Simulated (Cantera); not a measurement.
Charge: 1 mol PbO, 1.1 mol H2, at 133 Pa.

These are equilibrium values from Cantera (NASA tables, ideal gas, pure condensed phases), not measurements of a reactor. Candidate condensed phases: H2O, Pb, PbO, PbO2, Pb3O4; 12 gas species. The numbers say what is thermodynamically allowed, not how fast it happens.

Q: At 1175 K, list the 4 most abundant gas species with their mole fractions, and the condensed phases.

A: H2O 0.612, Pb 0.327, H2 0.0613, PbO 8.10e-5. Condensed: Pb(l).
